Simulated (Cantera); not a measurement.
An isothermal, constant-pressure homogeneous reactor starts with 3.18 % H₂, 38.7 % O₂, 58.1 % N₂, at 1400 K and 10.00 Torr.

Model: GRI-Mech 3.0 (53 species, 325 reactions), integrated in Cantera. Radical loss at walls, strong at low pressure, is not modelled.

x: mole fraction; the columns are a selection and need not sum to one.

| t (s) | x H₂ | x O₂ | x N₂O | x H | x O | x H₂O₂ |
|---|---|---|---|---|---|---|
| 2.00e-6 | 0.0318 | 0.387 | <1e-12 | 5.64e-10 | 1.13e-11 | <1e-12 |
| 5.87e-6 | 0.0318 | 0.387 | <1e-12 | 1.60e-9 | 9.45e-11 | <1e-12 |
| 1.72e-5 | 0.0318 | 0.387 | <1e-12 | 4.26e-9 | 7.47e-10 | <1e-12 |
| 5.05e-5 | 0.0318 | 0.387 | <1e-12 | 1.04e-8 | 5.28e-9 | 4.23e-12 |
| 0.000148 | 0.0318 | 0.387 | <1e-12 | 2.95e-8 | 3.47e-8 | 3.53e-11 |
| 0.000435 | 0.0318 | 0.387 | <1e-12 | 2.45e-7 | 4.13e-7 | 2.79e-10 |
| 0.00128 | 0.0315 | 0.387 | 2.52e-12 | 6.93e-5 | 0.000122 | 1.96e-9 |
| 0.00374 | 0.000817 | 0.362 | [?] | 0.00509 | 0.0211 | 2.94e-8 |
| 0.0110 | 0.000729 | 0.362 | [?] | 0.00469 | 0.0204 | 2.81e-8 |
| 0.0322 | 0.000653 | 0.364 | [?] | 0.00389 | 0.0179 | 2.77e-8 |
| 0.0945 | 0.000478 | 0.368 | [?] | 0.00234 | 0.0126 | 2.60e-8 |
| 0.277 | 0.000217 | 0.373 | [?] | 0.000682 | 0.00552 | 2.01e-8 |
| 0.813 | 5.11e-5 | 0.376 | [?] | 7.55e-5 | 0.00126 | 1.04e-8 |
| 2.39 | 8.35e-6 | 0.377 | [?] | 4.95e-6 | 0.000205 | 3.62e-9 |
| 7.00 | 1.47e-6 | 0.377 | [?] | 3.64e-7 | 3.59e-5 | 1.06e-9 |

**Question.** Fill in the missing entries.

**Answer.** 
- 0.00374, x N₂O: 3.00e-9
- 0.0110, x N₂O: 7.23e-9
- 0.0322, x N₂O: 7.98e-9
- 0.0945, x N₂O: 9.02e-9
- 0.277, x N₂O: 1.18e-8
- 0.813, x N₂O: 1.67e-8
- 2.39, x N₂O: 2.06e-8
- 7.00, x N₂O: 1.83e-8
